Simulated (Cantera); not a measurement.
What does this Cantera script print?

```python
import numpy as np
import cantera as ct

gas = ct.Solution("gri30.yaml")
gas.TPX = 400, 1000000, {'CO': 1, 'H2': 0.16, 'CH4': 0.11, 'O2': 0.522, 'N2': 3.08}
inlet = ct.Reservoir(gas, clone=True)
gas.equilibrate("HP")  # start burning
reactor = ct.IdealGasConstPressureReactor(gas, energy="on", clone=False)
exhaust = ct.Reservoir(gas, clone=True)
tau = [0.39, 0.13, 0.042, 0.014, 0.0046, 0.0015, 0.0005, 0.00016, 5.4e-05, 1.8e-05][0]
for a, b in ((inlet, reactor), (reactor, exhaust)):
    ct.MassFlowController(a, b, mdot=lambda t: reactor.mass / tau)
net = ct.ReactorNet([reactor])
show = ['CO', 'H2', 'CH4', 'H2O', 'O', 'CO2']

rows = []
print(f"{'tau/s':>10s}{'T/K':>9s}" + "".join(f"{s:>11s}" for s in show))
for tau in [0.39, 0.13, 0.042, 0.014, 0.0046, 0.0015, 0.0005, 0.00016, 5.4e-05, 1.8e-05]:
    net.initial_time = 0.0
    net.advance(30 * tau)
    before = gas.X
    net.advance(40 * tau)
    drift = np.max(np.abs(gas.X - before) / (gas.X + 1e-9))
    rows.append([gas.T, *gas[show].X, drift])
    print(f"{tau:10.3e}{gas.T:9.1f}" + "".join(f"{x:11.3e}" for x in gas[show].X))
```

Output:

```
     tau/s      T/K         CO         H2        CH4        H2O          O        CO2
 3.900e-01   1922.8  1.085e-01  1.313e-02  1.436e-05  6.992e-02  2.159e-07  1.344e-01
 1.300e-01   1922.0  1.085e-01  1.311e-02  1.985e-05  6.989e-02  5.298e-07  1.343e-01
 4.200e-02   1920.5  1.086e-01  1.309e-02  2.548e-05  6.983e-02  1.486e-06  1.342e-01
 1.400e-02   1918.0  1.087e-01  1.304e-02  3.201e-05  6.974e-02  4.294e-06  1.340e-01
 4.600e-03   1913.4  1.089e-01  1.298e-02  4.168e-05  6.956e-02  1.288e-05  1.337e-01
 1.500e-03   1905.0  1.094e-01  1.287e-02  5.792e-05  6.925e-02  3.875e-05  1.331e-01
 5.000e-04   1889.6  1.103e-01  1.270e-02  8.698e-05  6.874e-02  1.101e-04  1.318e-01
 1.600e-04   1858.7  1.127e-01  1.242e-02  1.495e-04  6.791e-02  3.014e-04  1.289e-01
 5.400e-05   1798.4  1.186e-01  1.190e-02  3.052e-04  6.694e-02  6.897e-04  1.218e-01
 1.800e-05    400.0  2.053e-01  3.284e-02  2.258e-02 -1.487e-15  1.180e-24 -2.053e-15
```

Model: GRI-Mech 3.0 (53 species, 325 reactions), integrated in Cantera.
